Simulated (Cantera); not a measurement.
## Oxide etching and cleaning by halides: SiO2 + NF3 + H2

Input: 1 mol SiO2, 0.57 mol NF3, 3.4 mol H2, equilibrated at 190 Pa.

Method: chemical equilibrium by Gibbs-energy minimisation in Cantera with the NASA 1993 tables (ideal gas, pure condensed phases). Candidate condensed phases: H2O, Si, SiO2, Si2N2O, Si3N4; 58 gas species. The tables' values for SiF3, SiO2, SiF2 are old estimates; treat these amounts as uncertain. The tables hold silica as quartz up to 1696 K and as liquid above; real silica turns to tridymite and cristobalite and melts near 1996 K. Rates play no part.

At 773 K the condensed part is SiO2(α-quartz). From 873 K to 1673 K the condensed part is SiO2(β-quartz). From 1773 K to 1973 K the condensed part is SiO2(condensed). The main Si-bearing gas is SiF4 at 773 K and SiO at 1973 K. The share of Si in condensed phases is highest at 1573 K (96.9 %) and lowest at 1973 K (49.7 %).

```json
[
 {"T (K)": "773", "x H2": "0.589", "x HF": "0.193", "x H2O": "0.101", "x SiO": "<1e-12", "x N2": "0.0660", "x SiF4": "0.0507", "x H": "1.60e-11", "n SiO2(α-quartz)": "0.781", "n SiO2(β-quartz)": "0", "n SiO2(condensed)": "0"},
 {"T (K)": "873", "x H2": "0.581", "x HF": "0.243", "x H2O": "0.0737", "x SiO": "<1e-12", "x N2": "0.0651", "x SiF4": "0.0368", "x H": "8.18e-10", "n SiO2(α-quartz)": "0", "n SiO2(β-quartz)": "0.839", "n SiO2(condensed)": "0"},
 {"T (K)": "973", "x H2": "0.576", "x HF": "0.280", "x H2O": "0.0534", "x SiO": "<1e-12", "x N2": "0.0645", "x SiF4": "0.0267", "x H": "1.88e-8", "n SiO2(α-quartz)": "0", "n SiO2(β-quartz)": "0.882", "n SiO2(condensed)": "0"},
 {"T (K)": "1073", "x H2": "0.572", "x HF": "0.305", "x H2O": "0.0396", "x SiO": "<1e-12", "x N2": "0.0640", "x SiF4": "0.0198", "x H": "2.43e-7", "n SiO2(α-quartz)": "0", "n SiO2(β-quartz)": "0.912", "n SiO2(condensed)": "0"},
 {"T (K)": "1173", "x H2": "0.569", "x HF": "0.322", "x H2O": "0.0301", "x SiO": "8.74e-11", "x N2": "0.0637", "x SiF4": "0.0151", "x H": "2.04e-6", "n SiO2(α-quartz)": "0", "n SiO2(β-quartz)": "0.933", "n SiO2(condensed)": "0"},
 {"T (K)": "1273", "x H2": "0.567", "x HF": "0.334", "x H2O": "0.0236", "x SiO": "9.12e-9", "x N2": "0.0635", "x SiF4": "0.0118", "x H": "1.23e-5", "n SiO2(α-quartz)": "0", "n SiO2(β-quartz)": "0.947", "n SiO2(condensed)": "0"},
 {"T (K)": "1373", "x H2": "0.566", "x HF": "0.342", "x H2O": "0.0190", "x SiO": "4.81e-7", "x N2": "0.0634", "x SiF4": "0.00947", "x H": "5.75e-5", "n SiO2(α-quartz)": "0", "n SiO2(β-quartz)": "0.957", "n SiO2(condensed)": "0"},
 {"T (K)": "1473", "x H2": "0.565", "x HF": "0.348", "x H2O": "0.0157", "x SiO": "1.46e-5", "x N2": "0.0633", "x SiF4": "0.00775", "x H": "0.000218", "n SiO2(α-quartz)": "0", "n SiO2(β-quartz)": "0.965", "n SiO2(condensed)": "0"},
 {"T (K)": "1573", "x H2": "0.563", "x HF": "0.353", "x H2O": "0.0134", "x SiO": "0.000282", "x N2": "0.0631", "x SiF4": "0.00631", "x H": "0.000700", "n SiO2(α-quartz)": "0", "n SiO2(β-quartz)": "0.969", "n SiO2(condensed)": "0"},
 {"T (K)": "1673", "x H2": "0.556", "x HF": "0.358", "x H2O": "0.0130", "x SiO": "0.00336", "x N2": "0.0628", "x SiF4": "0.00428", "x H": "0.00195", "n SiO2(α-quartz)": "0", "n SiO2(β-quartz)": "0.963", "n SiO2(condensed)": "0"},
 {"T (K)": "1773", "x H2": "0.530", "x HF": "0.364", "x H2O": "0.0206", "x SiO": "0.0174", "x N2": "0.0616", "x SiF4": "0.00115", "x H": "0.00475", "n SiO2(α-quartz)": "0", "n SiO2(β-quartz)": "0", "n SiO2(condensed)": "0.912"},
 {"T (K)": "1873", "x H2": "0.480", "x HF": "0.356", "x H2O": "0.0468", "x SiO": "0.0464", "x N2": "0.0595", "x SiF4": "0.000132", "x H": "0.0103", "n SiO2(α-quartz)": "0", "n SiO2(β-quartz)": "0", "n SiO2(condensed)": "0.777"},
 {"T (K)": "1973", "x H2": "0.392", "x HF": "0.336", "x H2O": "0.0982", "x SiO": "0.0986", "x N2": "0.0560", "x SiF4": "1.59e-5", "x H": "0.0194", "n SiO2(α-quartz)": "0", "n SiO2(β-quartz)": "0", "n SiO2(condensed)": "0.497"}
]
```
x: gas mole fraction; n: condensed amount in mol.
